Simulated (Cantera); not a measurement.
A closed system holds: 1 mol SiCl4, 0.067 mol Cl2, 95 mol H2, held at 0.800 bar.

Method: chemical equilibrium by Gibbs-energy minimisation in Cantera with the NASA 1993 tables (ideal gas, pure condensed phases). Candidate condensed phases: Si; 19 gas species. The tables' values for SiCl3 are old estimates; treat these amounts as uncertain. Equilibrium is a limit: real reactors are often held back by kinetics, nucleation or transport. All values below are at 1498 K.

Base state: H2 0.962, HCl 0.0333, SiCl2 0.00369, SiCl3 0.000283, SiHCl3 0.000205, SiH2Cl2 9.70e-5, SiCl4 6.91e-5, H 1.88e-5 (mole fractions); condensed: Si(s).

**Question.** What changes in the equilibrium state with this change: SiCl4 replaced by SiH4?

**Answer.** 
```tsv
species	before	after
H2	0.962	0.999
HCl	0.0333	0.00137
H	1.88e-5	1.92e-5
SiCl2	0.00369	6.00e-6
SiCl4	6.91e-5	<1e-9
SiCl3	0.000283	1.85e-8
SiHCl3	0.000205	1.37e-8
SiH2Cl2	9.70e-5	1.64e-7
SiH3Cl	1.35e-5	5.74e-7
Si(s), mol	0.577	0.999
```
